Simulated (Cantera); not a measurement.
# Gas activation for diamond growth

A perfectly stirred reactor is fed with 4.42 % CH4, 92.1 % H2, 3.50 % CO2, at 2670 Pa; it is held at 1525 K, and followed from long to short residence time.

Model: GRI-Mech 3.0 (53 species, 325 reactions), integrated in Cantera. Radical loss at walls, strong at low pressure, is not modelled.

```csv
τ (s),x CH4,x H2,x CO2,x O,x C2H6,x H2O,x H2O2
29,0.0211,0.902,0.00182,1.34e-11,7.48e-7,0.0314,<1e-12
6.6,0.0327,0.899,0.00607,1.18e-11,1.63e-6,0.0284,<1e-12
1.5,0.0406,0.905,0.0169,8.00e-12,2.28e-6,0.0180,<1e-12
0.34,0.0434,0.915,0.0287,3.77e-12,2.19e-6,0.00630,<1e-12
0.077,0.0441,0.920,0.0339,1.13e-12,1.16e-6,0.00112,<1e-12
0.018,0.0442,0.921,0.0349,<1e-12,1.45e-7,8.89e-5,<1e-12
0.0040,0.0442,0.921,0.0350,<1e-12,4.78e-9,4.53e-6,<1e-12
0.00090,0.0442,0.921,0.0350,<1e-12,8.27e-11,2.29e-7,<1e-12
```
x: mole fraction; the columns are a selection and need not sum to one.
